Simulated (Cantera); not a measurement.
An isothermal, constant-pressure homogeneous reactor starts with 14.4 % H₂, 9.01 % O₂, 76.6 % N₂, equivalence ratio 0.80, at 1225 K and 1.00 bar.

Detailed kinetics in Cantera: GRI-Mech 3.0 (53 species, 325 reactions). The temperature is held fixed by assumption; the heat of reaction is taken as removed at once.

x: mole fraction; the columns are a selection and need not sum to one.

```csv
t (s),x H₂,x O₂,x H,x NO,x O
2.00e-5,0.144,0.0901,4.81e-7,<1e-12,7.61e-8
0.000108,0.0144,0.0279,0.0166,6.56e-6,0.00357
0.000586,…,0.0196,…,8.19e-6,…
0.00317,2.42e-5,0.0194,5.54e-7,8.06e-6,2.65e-6
0.0172,9.22e-7,0.0194,9.03e-9,8.11e-6,2.22e-7
0.0931,1.07e-7,0.0194,4.83e-10,8.19e-6,3.33e-8
0.504,2.90e-8,0.0194,6.87e-11,8.20e-6,8.11e-9
2.73,2.38e-8,0.0194,4.87e-11,8.19e-6,5.94e-9
14.8,2.37e-8,0.0194,4.83e-11,8.19e-6,5.90e-9
80.0,2.37e-8,0.0194,4.83e-11,8.19e-6,5.90e-9
```

### Question
What belongs in the gaps?

### Answer

- 0.000586, x H₂: 0.000605
- 0.000586, x H: 6.54e-5
- 0.000586, x O: 6.99e-5
